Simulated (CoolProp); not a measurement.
A single-stage vapour-compression cycle with R143a: evaporating at 286.15 K (dew point), condensing at 315.15 K (bubble point), superheat 8 K, subcooling 2 K, compressor efficiency 0.85, no pressure losses. Each further row changes one setting.

Values from CoolProp's reference Helmholtz-energy equation of state, Lemmon and Jacobsen 2000.

```csv
case,cooling COP,pressure ratio,discharge temperature (K),refrigerating effect (kJ/kg),volumetric capacity (kJ/m³)
as stated,6.68,2.11,329.4,139,5300
evaporating temperature 291.15 K,[?],1.83,[?],[?],6230
condensing temperature 310.15 K,[?],[?],323.4,147,5640
subcooling 7 K,7.12,2.11,329.4,148,5650
superheat 18 K,[?],2.11,338.9,150,[?]
compressor efficiency 0.75,5.90,2.11,[?],139,5300
```

**Question.** Fill in the missing entries.

**Answer.** 
- evaporating temperature 291.15 K, cooling COP: 8.41
- evaporating temperature 291.15 K, discharge temperature (K): 328.3
- evaporating temperature 291.15 K, refrigerating effect (kJ/kg): 141
- condensing temperature 310.15 K, cooling COP: 8.44
- condensing temperature 310.15 K, pressure ratio: 1.87
- superheat 18 K, cooling COP: 6.76
- superheat 18 K, volumetric capacity (kJ/m³): 5390
- compressor efficiency 0.75, discharge temperature (K): 331.4
